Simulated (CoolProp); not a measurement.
A simple Rankine cycle with isobutene: condensing at 292.15 K, boiler at 1.64 MPa, turbine inlet 372.5 K, turbine efficiency 0.7, pump efficiency 0.6, no recuperator. Each further row changes one setting.

Values from CoolProp's reference Helmholtz-energy equation of state, Lemmon 2005. It is a short technical equation, of lower accuracy than the large ones.

| case | thermal efficiency (%) | net work (kJ/kg) | heat in (kJ/kg) | turbine exit temperature (K) | volume ratio over the turbine |
|---|---|---|---|---|---|
| as stated | 11.2 | 51.8 | 462 | … | 7.09 |
| turbine inlet 392.5 K | 11.3 | 57.6 | 510 | 341.5 | 6.79 |
| condensing temperature 284.15 K | 12.4 | 59.4 | 481 | 312.4 | 9.14 |
| boiler pressure 1.15 MPa | 9.6 | 46.2 | 482 | 332.7 | … |
| turbine efficiency 0.6 | 9.5 | … | 462 | 322.7 | 7.21 |

Task: Some entries are withheld; supply them.

Result: 
- as stated, turbine exit temperature (K): 318.2
- boiler pressure 1.15 MPa, volume ratio over the turbine: 4.64
- turbine efficiency 0.6, net work (kJ/kg): 43.9
